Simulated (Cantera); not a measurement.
Oxide etching and cleaning by halides: Fe₂O₃ + Cl₂ + O₂

Input: 1 mol Fe₂O₃, a varied amount of Cl₂, 11 mol O₂, held at 1800 K and 0.100 bar.

Equilibrium computed with Cantera from the NASA thermochemical tables; the gas is ideal and each condensed phase is pure. Candidate condensed phases: Fe, FeCl₂, FeCl₃, FeO, Fe₂O₃, Fe₃O₄; 13 gas species. The numbers say what is thermodynamically allowed, not how fast it happens.

```json
[
 {"n(Cl₂) (mol)": "0.74", "log p O₂": "-1.03", "log p Cl": "-2.47", "log p Cl₂": "-3.94", "log p FeCl₂": "-2.39", "log p FeCl₃": "-4.47", "log p ClO": "-4.73", "log p O": "-4.43", "log p Fe₂Cl₄": "-6.99", "n Fe₃O₄(s)": "0.497"},
 {"n(Cl₂) (mol)": "1.1", "log p O₂": "-1.05", "log p Cl": "-2.38", "log p Cl₂": "-3.77", "log p FeCl₂": "-2.22", "log p FeCl₃": "-4.21", "log p ClO": "-4.66", "log p O": "-4.44", "log p Fe₂Cl₄": "-6.64", "n Fe₃O₄(s)": "0.399"},
 {"n(Cl₂) (mol)": "1.6", "log p O₂": "-1.07", "log p Cl": "-2.31", "log p Cl₂": "-3.63", "log p FeCl₂": "-2.06", "log p FeCl₃": "-3.99", "log p ClO": "-4.60", "log p O": "-4.45", "log p Fe₂Cl₄": "-6.33", "n Fe₃O₄(s)": "0.260"},
 {"n(Cl₂) (mol)": "2.4", "log p O₂": "-1.09", "log p Cl": "-2.25", "log p Cl₂": "-3.49", "log p FeCl₂": "-1.91", "log p FeCl₃": "-3.77", "log p ClO": "-4.54", "log p O": "-4.46", "log p Fe₂Cl₄": "-6.03", "n Fe₃O₄(s)": "0.0326"},
 {"n(Cl₂) (mol)": "3.5", "log p O₂": "-1.14", "log p Cl": "-1.87", "log p Cl₂": "-2.74", "log p FeCl₂": "-1.95", "log p FeCl₃": "-3.43", "log p ClO": "-4.19", "log p O": "-4.48", "log p Fe₂Cl₄": "-6.10", "n Fe₃O₄(s)": "0"},
 {"n(Cl₂) (mol)": "5.2", "log p O₂": "-1.20", "log p Cl": "-1.66", "log p Cl₂": "-2.32", "log p FeCl₂": "-2.02", "log p FeCl₃": "-3.29", "log p ClO": "-4.01", "log p O": "-4.52", "log p Fe₂Cl₄": "-6.25", "n Fe₃O₄(s)": "0"},
 {"n(Cl₂) (mol)": "7.6", "log p O₂": "-1.27", "log p Cl": "-1.53", "log p Cl₂": "-2.06", "log p FeCl₂": "-2.10", "log p FeCl₃": "-3.24", "log p ClO": "-3.92", "log p O": "-4.55", "log p Fe₂Cl₄": "-6.41", "n Fe₃O₄(s)": "0"},
 {"n(Cl₂) (mol)": "11", "log p O₂": "-1.36", "log p Cl": "-1.44", "log p Cl₂": "-1.88", "log p FeCl₂": "-2.19", "log p FeCl₃": "-3.24", "log p ClO": "-3.87", "log p O": "-4.59", "log p Fe₂Cl₄": "-6.59", "n Fe₃O₄(s)": "0"},
 {"n(Cl₂) (mol)": "17", "log p O₂": "-1.48", "log p Cl": "-1.37", "log p Cl₂": "-1.74", "log p FeCl₂": "-2.32", "log p FeCl₃": "-3.29", "log p ClO": "-3.86", "log p O": "-4.65", "log p Fe₂Cl₄": "-6.84", "n Fe₃O₄(s)": "0"},
 {"n(Cl₂) (mol)": "24", "log p O₂": "-1.58", "log p Cl": "-1.33", "log p Cl₂": "-1.65", "log p FeCl₂": "-2.42", "log p FeCl₃": "-3.36", "log p ClO": "-3.87", "log p O": "-4.71", "log p Fe₂Cl₄": "-7.06", "n Fe₃O₄(s)": "0"}
]
```
log p: log10 of the partial pressure in bar; n: condensed amount in mol.

From 0.74 mol Cl₂ to 2.4 mol Cl₂ the condensed part is Fe₃O₄(s). From 3.5 mol Cl₂ to 24 mol Cl₂ nothing is condensed. The main Fe-bearing gas is FeCl₂ throughout.
